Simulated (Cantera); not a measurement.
What does this Cantera script print?

```python
import numpy as np
import cantera as ct

gas_names = [...]  # 47 gases of nasa_gas.yaml made of Cl, H, N, O, Si
cond_names = """
    H2O(s) H2O(L) NH4CL(a) NH4CL(b) Si(cr) Si(L) SiO2(Lqz) SiO2(hqz) SiO2(L) Si2N2O(s) Si3N4(a)
""".split()


# ... load() reads the species with a 1 bar reference pressure and builds the phases ...
atoms = {
    'SiH2Cl2': {'Si': 1, 'H': 2, 'CL': 2},
    'N2O': {'N': 2, 'O': 1},
    'O2': {'O': 2},
}
top_T = {'Si2N2O(s)': 2100, 'Si3N4(a)': 2400}  # K; cautious upper limits of use, not melting points


# ... equilibrate(T, P, feed) seeds the gas with the atoms and calls Mixture.equilibrate('TP', solver="vcs", rtol=1e-11, max_steps=5000) ...
results = []
feed = {'SiH2Cl2': 1, 'N2O': 0.72, 'O2': 0.56}  # mol
T = 1948  # K
P = 1000  # Pa
mix = equilibrate(T, P, feed)
results.append((T, P, feed, dict(zip(mix.species_names, mix.species_moles))))
print(gas.report(threshold=1e-06))
for i in range(1, mix.n_phases):
    print(f"{mix.phase(i).name:16s} {mix.phase_moles(i):12.5e} mol")
```

Output:

```
       temperature   1948 K
          pressure   1000 Pa
           density   0.0021045 kg/m^3
  mean mol. weight   34.086 kg/kmol
   phase of matter   gas

                          1 kg             1 kmol
                     ---------------   ---------------
          enthalpy        -1.972e+05       -6.7218e+06  J
   internal energy       -6.7236e+05       -2.2918e+07  J
           entropy            8579.6        2.9245e+05  J/K
    Gibbs function        -1.691e+07       -5.7641e+08  J
 heat capacity c_p            1029.5             35092  J/K
 heat capacity c_v            785.59             26778  J/K

                      mass frac. Y      mole frac. X     chem. pot. / RT
                     ---------------   ---------------   ---------------
                CL          0.041312          0.039723           -22.983
               CL2        9.0671e-05        4.3592e-05           -45.966
                 H        4.5558e-05         0.0015406           -13.994
               HCL           0.68368           0.63921           -36.977
                H2         0.0010994          0.018588           -27.987
               H2O        0.00056323         0.0010657           -53.736
                N2           0.20121           0.24482           -32.865
                OH        3.9865e-06        7.9899e-06           -39.742
             SiCL2         0.0012265        0.00042236           -63.496
             SiCL3        0.00021663        5.4927e-05            -86.48
             SiCL4        4.4397e-05        8.9079e-06           -109.46
               SiO          0.070494          0.054507           -43.278
              SiO2        1.7918e-05        1.0165e-05           -69.027
     [  +34 minor]        2.0052e-06         1.829e-06

Si(L)             0.00000e+00 mol
SiO2(L)           8.38239e-01 mol
Si2N2O(s)         0.00000e+00 mol
Si3N4(a)          0.00000e+00 mol
```

Cantera equilibrium calculation (NASA polynomials, part measured and part estimated; ideal gas, pure solids and liquids). The tables' values for SiCl3, SiO2 are old estimates; treat these amounts as uncertain. The tables hold silica as quartz up to 1696 K and as liquid above; real silica turns to tridymite and cristobalite and melts near 1996 K.
